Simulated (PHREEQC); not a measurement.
Solution (90 °C): 0.00048 mol NaBr, 0.056 mol AlCl3 and 1.62e-05 mol Mn(NO3)2 per kg of water. Closed to the air; pH follows from the charge balance.

All values are PHREEQC results (ion-association model, wateq4f.dat), not measurements.

The pH is 2.59 and the ionic strength comes out as 0.330 mol/kgw.

```tsv
species	molality	activity	log γ
Cl-	0.168	0.107	-0.195
Al+3	0.0528	0.00422	-1.097
H+	0.00338	0.00256	-0.122
AlOH+2	0.00308	0.000684	-0.654
Br-	0.000480	0.000336	-0.156
Na+	0.000480	0.000329	-0.164
Al(OH)2+	0.000150	0.000103	-0.164
NO3-	3.24e-5	1.99e-5	-0.212
```

Precipitation was switched off in this run. Saturation is exceeded, for instance for Boehmite (slow to form), Gibbsite (slow to form); the values hold only as long as no solid forms. Constants without temperature data keep their 25 °C values here.
